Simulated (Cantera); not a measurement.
# Silicon carbide growth: SiHCl3 + CH4 + H2

Charge: 1 mol SiHCl3, 0.88 mol CH4, 22 mol H2, held at 0.0540 bar.

Cantera equilibrium calculation (NASA polynomials, part measured and part estimated; ideal gas, pure solids and liquids). Candidate condensed phases: C, C6H6, C7H8, C8H18, Si, SiC; 109 gas species. The tables' values for SiCl, SiCl3 are old estimates; treat these amounts as uncertain. Gases not in the tables: Si2H6 and higher silanes. Kinetics and transport are ignored.

```json
[
 {"T (K)": "1123", "x H2": "0.896", "x HCl": "0.0984", "x H": "1.74e-7", "x SiCl2": "0.000125", "x Si": "<1e-12", "x SiCl4": "0.00396", "x Cl": "1.69e-8", "x C2H2 (acetylene)": "6.87e-10", "n SiC(s)": "0.874"},
 {"T (K)": "1273", "x H2": "0.892", "x HCl": "0.103", "x H": "2.90e-6", "x SiCl2": "0.00188", "x Si": "2.04e-11", "x SiCl4": "0.00157", "x Cl": "2.84e-7", "x C2H2 (acetylene)": "5.86e-10", "n SiC(s)": "0.880"},
 {"T (K)": "1423", "x H2": "0.889", "x HCl": "0.106", "x H": "2.70e-5", "x SiCl2": "0.00392", "x Si": "2.89e-9", "x SiCl4": "0.000188", "x Cl": "2.64e-6", "x C2H2 (acetylene)": "8.21e-9", "n SiC(s)": "0.880"},
 {"T (K)": "1573", "x H2": "0.888", "x HCl": "0.107", "x H": "0.000165", "x SiCl2": "0.00443", "x Si": "1.04e-7", "x SiCl4": "2.05e-5", "x Cl": "1.58e-5", "x C2H2 (acetylene)": "1.62e-7", "n SiC(s)": "0.880"},
 {"T (K)": "1723", "x H2": "0.888", "x HCl": "0.107", "x H": "0.000739", "x SiCl2": "0.00456", "x Si": "1.86e-6", "x SiCl4": "3.08e-6", "x Cl": "6.90e-5", "x C2H2 (acetylene)": "2.13e-6", "n SiC(s)": "0.880"},
 {"T (K)": "1873", "x H2": "0.886", "x HCl": "0.107", "x H": "0.00261", "x SiCl2": "0.00459", "x Si": "2.08e-5", "x SiCl4": "6.20e-7", "x Cl": "0.000239", "x C2H2 (acetylene)": "1.88e-5", "n SiC(s)": "0.879"},
 {"T (K)": "2023", "x H2": "0.881", "x HCl": "0.106", "x H": "0.00767", "x SiCl2": "0.00454", "x Si": "0.000161", "x SiCl4": "1.56e-7", "x Cl": "0.000685", "x C2H2 (acetylene)": "0.000120", "n SiC(s)": "0.873"},
 {"T (K)": "2173", "x H2": "0.868", "x HCl": "0.104", "x H": "0.0193", "x SiCl2": "0.00438", "x Si": "0.000924", "x SiCl4": "4.62e-8", "x Cl": "0.00170", "x C2H2 (acetylene)": "0.000600", "n SiC(s)": "0.846"},
 {"T (K)": "2323", "x H2": "0.840", "x HCl": "0.100", "x H": "0.0430", "x SiCl2": "0.00406", "x Si": "0.00416", "x SiCl4": "1.50e-8", "x Cl": "0.00369", "x C2H2 (acetylene)": "0.00245", "n SiC(s)": "0.719"}
]
```
x: gas mole fraction; n: condensed amount in mol.

From 1123 K to 2323 K the condensed part is SiC(s). The main Si-bearing gas is SiCl4 at 1123 K and Si at 2323 K.
